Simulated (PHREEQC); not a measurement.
Make-up at 25 °C: 0.0019 mol HF, 0.00062 mol H2SiF6, 0.1 mol H3PO4 and 0.0057 mol HNO3 per kg of water. Closed to the air; pH follows from the charge balance.

Model: ion-association model, phreeqc.dat, run in PHREEQC.

```
quantity                    before     after
------------------------  --------  --------
pH                            1.58      1.77
ionic strength (mol/kgw)    0.0302    0.0189
H3PO4 (mol/kgw)             0.0766    0.0342
H2PO4- (mol/kgw)            0.0234    0.0158
HF (mol/kgw)               0.00368   0.00243
H4SiO4 (mol/kgw)          0.000315  0.000265
SI of Chalcedony (SiO2)      +0.06     -0.02
```

### Question
What was changed between the two runs?
A) temperature from 25 to 40 °C
B) 0.09 mol/kgw NaCl added
C) diluted 2-fold with water
D) H3PO4 from 0.1 to 0.5 mol/kgw

### Answer
C, diluted 2-fold with water

No solid was allowed to form. Some of these states are supersaturated (in Quartz (slow to form), Chalcedony (slow to form), for instance). SiF6-2 is the database's only silicon fluoride.
